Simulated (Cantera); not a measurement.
A perfectly stirred reactor is fed with 6.65 % CH₄, 2.06 % C₂H₆, 18.6 % O₂, 69.9 % N₂, 2.79 % CO₂, equivalence ratio 1.1, at 5.00 bar; it is adiabatic with a 725 K inlet, and is followed from long to short residence time, starting on the burning branch (τ in s: 0.049, 0.021, 0.0089, 0.0037, 0.0016, 0.00067, 0.00028, 0.00012, 5.1e-05, 2.2e-05, 9.1e-06).

Model: GRI-Mech 3.0 (53 species, 325 reactions), integrated in Cantera.

Predict: blow-out, bracketed by the residence times tried; x(CH₄) at τ = 49.0 ms; x(C₂H₆) at τ = 49.0 ms; x(O₂) at τ = 49.0 ms; x(CH₂CO) at τ = 49.0 ms; x(HO₂) at τ = 49.0 ms; x(CH₄) at τ = 0.670 ms; x(C₂H₆) at τ = 0.670 ms; x(O₂) at τ = 0.670 ms; x(CH₂CO) at τ = 0.670 ms; x(HO₂) at τ = 0.670 ms.


| Item | Value |
|---|---|
| blow-out, bracketed by the residence times tried | burning at 22.0 µs, out at 9.10 µs |
| x(CH₄) at τ = 49.0 ms | 1.45e-6 |
| x(C₂H₆) at τ = 49.0 ms | 2.55e-8 |
| x(O₂) at τ = 49.0 ms | 0.00155 |
| x(CH₂CO) at τ = 49.0 ms | 1.31e-8 |
| x(HO₂) at τ = 49.0 ms | 6.39e-7 |
| x(CH₄) at τ = 0.670 ms | 4.02e-5 |
| x(C₂H₆) at τ = 0.670 ms | 1.65e-6 |
| x(O₂) at τ = 0.670 ms | 0.00553 |
| x(CH₂CO) at τ = 0.670 ms | 8.68e-7 |
| x(HO₂) at τ = 0.670 ms | 2.98e-6 |
